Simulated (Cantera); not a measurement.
Input (Python, Cantera) and output of one run.

```python
import numpy as np
import cantera as ct

gas_names = [...]  # 115 gases of nasa_gas.yaml made of C, Ca, H, O
cond_names = """
    C(gr) C6H6(L) C7H8(L) C8H18(L),n-octa Ca(a) Ca(b) Ca(L) CaCO3(caL) CaO(s) CaO(L) CaO2H2(s) H2O(s)
    H2O(L)
""".split()


# ... load() reads the species with a 1 bar reference pressure and builds the phases ...
atoms = {
    'CaCO3': {'Ca': 1, 'C': 1, 'O': 3},
    'H2O': {'H': 2, 'O': 1},
    'CO2': {'C': 1, 'O': 2},
}
top_T = {'C(gr)': 4500}  # K; cautious upper limits of use, not melting points


# ... equilibrate(T, P, feed) seeds the gas with the atoms and calls Mixture.equilibrate('TP', solver="vcs", rtol=1e-11, max_steps=5000) ...
results = []
feed = {'CaCO3': 1, 'H2O': 0.036, 'CO2': 0.12}  # mol
P = 133.322  # Pa
for T in [1173, 1223, 1273, 1323, 1373, 1423, 1473, 1523, 1573, 1623, 1673, 1723]:
    mix = equilibrate(T, P, feed)
    results.append((T, P, feed, dict(zip(mix.species_names, mix.species_moles))))

top = {s: max(r[3][s] / sum(r[3][g] for g in gas_names) for r in results) for s in gas_names}
cols = sorted((s for s in top if top[s] > 1e-05), key=lambda s: -top[s])[:6]
seen = [c for c in cond_names if any(r[3].get(c, 0) > 1e-12 for r in results)]
print("log10 of partial pressures in bar; condensed amounts in mol")
print(f"{'T/K':>10s}" + "".join(f"{s[:9]:>10s}" for s in cols + seen))
for T, P, feed, n in results:
    ng = sum(n[g] for g in gas_names)
    print(f"{T:10.4g}" + "".join(f"{np.log10(max(n[s] / ng * P / 1e5, 1e-99)):10.3f}" for s in cols)
          + "".join(f"{n.get(c, 0):10.4g}" for c in seen))
```

Result:

```
log10 of partial pressures in bar; condensed amounts in mol
       T/K       CO2       H2O        CO        O2        OH        H2    CaO(s)
      1173    -2.889    -4.382    -7.189    -7.482    -9.079    -8.786         1
      1223    -2.889    -4.382    -6.846    -7.141    -8.697    -8.504         1
      1273    -2.889    -4.382    -6.531    -6.827    -8.346    -8.243         1
      1323    -2.889    -4.382    -6.240    -6.537    -8.021    -8.001         1
      1373    -2.889    -4.382    -5.970    -6.268    -7.720    -7.776         1
      1423    -2.890    -4.383    -5.719    -6.019    -7.440    -7.568         1
      1473    -2.890    -4.383    -5.486    -5.787    -7.179    -7.373         1
      1523    -2.892    -4.384    -5.269    -5.570    -6.936    -7.190         1
      1573    -2.893    -4.385    -5.066    -5.368    -6.709    -7.020         1
      1623    -2.896    -4.387    -4.877    -5.180    -6.496    -6.860         1
      1673    -2.899    -4.390    -4.699    -5.003    -6.297    -6.710         1
      1723    -2.904    -4.394    -4.533    -4.839    -6.110    -6.569         1
```

These are equilibrium values from Cantera (NASA tables, ideal gas, pure condensed phases), not measurements of a reactor.
